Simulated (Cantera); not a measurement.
Input: 1 mol SiCl4, 9.7 mol N2, 0.25 mol H2, equilibrated at 1625 K and 1000 Pa.

Cantera equilibrium calculation (NASA polynomials, part measured and part estimated; ideal gas, pure solids and liquids). Candidate condensed phases: NH4Cl, Si, Si3N4; 28 gas species. The tables' values for SiCl3 are old estimates; treat these amounts as uncertain. Kinetics and transport are ignored.

Base state: N2 0.861, SiCl4 0.0542, HCl 0.0443, SiCl3 0.0190, SiCl2 0.0155, Cl 0.00573, Cl2 2.03e-5, H2 1.85e-5 (mole fractions); condensed: gas only.

Task: What changes in the equilibrium state with this change: temperature from 1625 K to 1923 K?

Result: 
| species | before | after |
|---|---|---|
| N2 | 0.861 | 0.793 |
| Cl | 0.00573 | 0.0845 |
| SiCl2 | 0.0155 | 0.0532 |
| SiCl4 | 0.0542 | 0.00914 |
| HCl | 0.0443 | 0.0408 |
| SiCl3 | 0.0190 | 0.0193 |
| SiCl | 1.91e-7 | 1.26e-5 |
| Cl2 | 2.03e-5 | 0.000242 |
| H | 3.03e-6 | 3.22e-5 |
| H2 | 1.85e-5 | 1.17e-5 |
The tables' values for SiCl3, SiCl are old estimates; treat these amounts as uncertain.
